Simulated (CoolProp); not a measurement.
The fluid at 293.15 K and 0.132 MPa flows at 1.3 m/s in a round tube of 10 mm bore and 0.25 µm roughness, fully developed (64/Re and Nu = 3.66 if laminar; Colebrook and Gnielinski if turbulent). The same conditions are run with several fluids, on thermodynamics alone (safety and materials aside).

Computed with CoolProp (reference Helmholtz-energy equation of state of each fluid (R236FA: Pan 2012; sulfur hexafluoride: Guder 2009; methane: Setzmann 1991; oxygen: Schmidt 1985)).

### Question
Rank R236FA, sulfur hexafluoride, methane, oxygen by Reynolds number, highest first.

### Answer
R236FA (10400), sulfur hexafluoride (6970), oxygen (1110), methane (1030)

```json
[
 {"fluid": "R236FA", "Darcy friction factor": "0.0306", "pressure drop (Pa/m)": "22.3", "heat-transfer coefficient (W/(m² K))": "38.1", "mass flow (kg/h)": "3.17"},
 {"fluid": "sulfur hexafluoride", "Darcy friction factor": "0.0341", "pressure drop (Pa/m)": "23.1", "heat-transfer coefficient (W/(m² K))": "28.8", "mass flow (kg/h)": "2.95"},
 {"fluid": "methane", "Darcy friction factor": "0.0624", "pressure drop (Pa/m)": "4.59", "heat-transfer coefficient (W/(m² K))": "12.2", "mass flow (kg/h)": "0.320"},
 {"fluid": "oxygen", "Darcy friction factor": "0.0576", "pressure drop (Pa/m)": "8.44", "heat-transfer coefficient (W/(m² K))": "9.50", "mass flow (kg/h)": "0.638"}
]
```

Transport values come from each fluid's own correlations; those of R236FA are estimates that may be off by 10 % or more.
